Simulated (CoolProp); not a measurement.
Aqueous ammonia as a coolant, at 5 °C, 1 atm.

Computed with CoolProp (Melinder's fits for secondary coolants).

```tsv
mass %	freezing point (°C)	conductivity (W/(m K))	viscosity (mPa s)	Prandtl number	cp (kJ/(kg K))
3.8	-4.5	0.543	1.63	12.6	4.204
5.9	-7.3	0.530	1.65	13.1	4.206
8	-10.4	0.517	1.67	13.6	4.208
10.2	-13.9	0.504	1.71	14.3	4.211
12.3	-17.7	0.492	1.76	15.0	4.214
14.4	-22.0	0.480	1.81	15.9	4.217
16.5	-26.8	0.469	1.87	16.8	4.220
18.7	-32.6	0.459	1.91	17.6	4.223
20.8	-39.0	0.450	1.94	18.2	4.227
22.9	-46.6	0.442	1.94	18.5	4.231
25.1	-56.0	0.435	1.92	18.7	4.236
27.2	-66.6	0.429	1.91	18.9	4.242
```
